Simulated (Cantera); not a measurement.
**Thermodynamics of chemical vapour transport, feed Al2O3 + Cl2**

Input: 1 mol Al2O3, 0.41 mol Cl2, held at 13.0 mbar.

These are equilibrium values from Cantera (NASA tables, ideal gas, pure condensed phases), not measurements of a reactor. Candidate condensed phases: Al, AlCl3, Al2O3; 17 gas species. Condensed phases not in the tables: AlOCl. Rates play no part.

From 773 K to 1323 K the condensed part is Al2O3(s). The main Al-bearing gas is AlCl3 throughout.

```tsv
T (K)	log p Cl2	log p Cl	log p AlCl3	log p O2	log p ClO	log p O	log p Al2Cl6	n Al2O3(s)
773	-1.89	-6.25	-8.14	-8.26	-11.25	<-13	<-13	1.00
823	-1.89	-5.75	-7.55	-7.67	-10.54	<-13	<-13	1.00
873	-1.89	-5.30	-7.03	-7.15	-9.91	<-13	<-13	1.000
923	-1.89	-4.90	-6.57	-6.69	-9.35	<-13	-13.63	1.000
973	-1.89	-4.53	-6.15	-6.28	-8.85	-13.31	-13.14	1.000
1023	-1.89	-4.21	-5.78	-5.91	-8.40	-12.46	-12.70	1.000
1073	-1.89	-3.91	-5.45	-5.57	-7.99	-11.69	-12.30	1.000
1123	-1.89	-3.65	-5.14	-5.27	-7.62	-10.99	-11.94	1.000
1173	-1.90	-3.40	-4.87	-5.00	-7.28	-10.35	-11.62	1.000
1223	-1.91	-3.18	-4.62	-4.75	-6.98	-9.77	-11.32	1.000
1273	-1.93	-2.98	-4.40	-4.52	-6.70	-9.23	-11.07	0.999
1323	-1.95	-2.79	-4.20	-4.33	-6.46	-8.74	-10.84	0.999
```
log p: log10 of the partial pressure in bar; n: condensed amount in mol.
